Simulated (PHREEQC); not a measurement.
Solution (75 °C): 2.1 mmol/kgw Cu(NO3)2, 5.8 mmol/kgw HNO3 and 0.056 mmol/kgw Na2SO4. Closed to the air; pH follows from the charge balance.

Model: ion-association model, phreeqc.dat, run in PHREEQC.

Problem. The ionic strength comes out as 0.0122 mol/kgw. What activity coefficients do H+, NO3-, HSO4-, Cu+2, Na+ get?

Solution. H+ 0.90, NO3- 0.88, HSO4- 0.88, Cu+2 0.63, Na+ 0.89.

Precipitation was switched off in this run. Species that the database lacks are ignored. Constants without temperature data keep their 25 °C values here.
